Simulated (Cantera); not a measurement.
## Stirred combustor or abatement burner

A perfectly stirred reactor is fed with 10.7 % CH4, 0.773 % C2H6, 18.6 % O2, 69.9 % N2, at 5.03 atm; it is adiabatic with a 600 K inlet, and is followed from long to short residence time, starting on the burning branch (τ in s: 0.096, 0.04, 0.017, 0.007, 0.0029, 0.0012, 0.00051, 0.00021, 8.8e-05, 3.7e-05).

Detailed kinetics in Cantera: GRI-Mech 3.0 (53 species, 325 reactions).

| τ (s) | T (K) | x CH4 | x C2H6 | x O2 | x H | x C2H4 | x CH3 |
|---|---|---|---|---|---|---|---|
| 0.096 | 2274 | 1.71e-5 | 1.22e-8 | 3.77e-5 | 0.000889 | 2.60e-8 | 6.09e-6 |
| 0.040 | 2272 | 3.27e-5 | 2.87e-8 | 6.62e-5 | 0.000990 | 6.56e-8 | 1.26e-5 |
| 0.017 | 2270 | 5.70e-5 | 6.59e-8 | 0.000121 | 0.00114 | 1.61e-7 | 2.42e-5 |
| 0.0070 | 2266 | 9.44e-5 | 1.54e-7 | 0.000229 | 0.00138 | 4.02e-7 | 4.52e-5 |
| 0.0029 | 2260 | 0.000148 | 3.51e-7 | 0.000432 | 0.00170 | 9.63e-7 | 8.02e-5 |
| 0.0012 | 2250 | 0.000231 | 7.98e-7 | 0.000816 | 0.00211 | 2.26e-6 | 0.000139 |
| 0.00051 | 2237 | 0.000370 | 1.79e-6 | 0.00153 | 0.00257 | 5.27e-6 | 0.000237 |
| 0.00021 | 2214 | 0.000669 | 4.38e-6 | 0.00305 | 0.00298 | 1.41e-5 | 0.000433 |
| 8.8e-5 | 2171 | 0.00146 | 1.28e-5 | 0.00674 | 0.00302 | 4.88e-5 | 0.000862 |
| 3.7e-5 | 600 | 0.107 | 0.00773 | 0.186 | <1e-12 | <1e-12 | <1e-12 |
x: mole fraction; the columns are a selection and need not sum to one.
